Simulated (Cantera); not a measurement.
A Cantera script and its output.

```python
import numpy as np
import cantera as ct

gas = ct.Solution("gri30.yaml")
gas.TPX = 1650, 2666, {'CH4': 1, 'H2': 2.6}
reactor = ct.IdealGasConstPressureReactor(gas, energy="off", clone=False)
net = ct.ReactorNet([reactor])
net.rtol, net.atol = 1e-08, 1e-18
show = ['CH4', 'H2', 'CH2', 'C2H4', 'H', 'CH3']
times = np.geomspace(8e-05, 100, 15)

steps = ct.SolutionArray(gas, extra=["t"])
rows = []
print(f"{'t/s':>10s}{'T/K':>9s}{'P/Pa':>11s}" + "".join(f"{s:>11s}" for s in show))
for t in times:
    while net.time < t:
        t_next = net.step()
        steps.append(gas.state, t=t_next)
    rows.append([np.interp(t, steps.t, y) for y in (steps.T, steps.P, *steps(*show).X.T)])
    print(f"{t:10.3e}{rows[-1][0]:9.1f}{rows[-1][1]:11.4g}" + "".join(f"{x:11.3e}" for x in rows[-1][2:]))
rate = np.gradient(steps.T, steps.t)
print("integrator steps:", len(steps.t))
if steps.T.max() > steps.T[0] + 200:
    print(f"time of steepest temperature rise: {steps.t[rate.argmax()]:.4e} s")
gas.TPX = 1650, 2666, {'CH4': 1, 'H2': 2.6}
gas.equilibrate("TP")
print(f"equilibrium (TP): T = {gas.T:.1f} K  " + "  ".join(f"{s} {gas[s].X[0]:.3e}" for s in show))
```

It prints:

```
       t/s      T/K       P/Pa        CH4         H2        CH2       C2H4          H        CH3
 8.000e-05   1650.0       2666  2.778e-01  7.222e-01  1.438e-11  1.875e-10  1.663e-06  1.078e-05
 2.181e-04   1650.0       2666  2.777e-01  7.222e-01  1.347e-10  5.134e-09  4.101e-06  2.980e-05
 5.944e-04   1650.0       2666  2.777e-01  7.222e-01  1.088e-09  1.164e-07  1.074e-05  8.155e-05
 1.620e-03   1650.0       2666  2.775e-01  7.222e-01  8.072e-09  2.437e-06  2.870e-05  2.213e-04
 4.416e-03   1650.0       2666  2.770e-01  7.223e-01  5.430e-08  4.802e-05  7.619e-05  5.881e-04
 1.204e-02   1650.0       2666  2.739e-01  7.236e-01  2.746e-07  7.313e-04  1.841e-04  1.398e-03
 3.281e-02   1650.0       2666  2.563e-01  7.337e-01  4.809e-07  2.896e-03  2.654e-04  1.857e-03
 8.944e-02   1650.0       2666  2.123e-01  7.607e-01  4.335e-07  2.380e-03  2.842e-04  1.592e-03
 2.438e-01   1650.0       2666  1.423e-01  8.036e-01  3.478e-07  1.197e-03  3.211e-04  1.146e-03
 6.646e-01   1650.0       2666  7.025e-02  8.478e-01  2.378e-07  4.395e-04  3.833e-04  6.422e-04
 1.811e+00   1650.0       2666  2.566e-02  8.751e-01  1.283e-07  2.142e-04  4.594e-04  2.729e-04
 4.938e+00   1650.0       2666  8.251e-03  8.857e-01  5.268e-08  1.849e-04  5.100e-04  9.639e-05
 1.346e+01   1650.0       2666  2.945e-03  8.890e-01  2.032e-08  1.841e-04  5.255e-04  3.534e-05
 3.669e+01   1650.0       2666  1.577e-03  8.898e-01  1.108e-08  1.847e-04  5.283e-04  1.901e-05
 1.000e+02   1650.0       2666  1.435e-03  8.899e-01  1.010e-08  1.847e-04  5.286e-04  1.730e-05
integrator steps: 1190
equilibrium (TP): T = 1650.0 K  CH4 1.434e-03  H2 8.899e-01  CH2 1.009e-08  C2H4 1.847e-04  H 5.286e-04  CH3 1.729e-05
```

Computed with Cantera and GRI-Mech 3.0 (53 species, 325 reactions). GRI-Mech 3.0 stops at C3 and has no aromatics, soot or wall deposition, so with more carbon than oxygen in the feed, carbon stays in small species such as C2H2 where larger ones or solid carbon would form. Radical loss at walls, strong at low pressure, is not modelled.
